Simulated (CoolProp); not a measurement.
Vapour-liquid equilibrium of R114 (1) + benzene (2) at 0.527 MPa; x and y are mole fractions of (1).

Computed with CoolProp (multi-fluid Helmholtz-energy mixture model, Platzer 1990 and Thol 2012; pair parameters Bell 2016). This equation is an older, rougher fit; its heat capacities, sound speeds and derivatives of the liquid may be far off and weren't checked against measurements.

```tsv
x	bubble temperature (K)	y at the bubble point	dew temperature at overall composition x (K)	liquid density (mol/L)
0.05	399.1	0.349	415.8	9.555
0.15	374.2	0.665	410.7	9.614
0.25	360.9	0.782	405.1	9.502
0.35	353.2	0.838	399.0	9.315
0.45	348.0	0.871	392.2	9.097
0.55	344.0	0.896	384.6	8.867
0.65	340.6	0.918	375.7	8.638
0.75	337.4	0.939	364.9	8.415
0.85	334.3	0.961	351.3	8.203
0.95	331.1	0.986	335.9	8.004
```

No azeotrope shows between x = 0.05 and 0.95.

Pair parameters are fitted to limited data, so mixtures are less certain than the pure fluids.
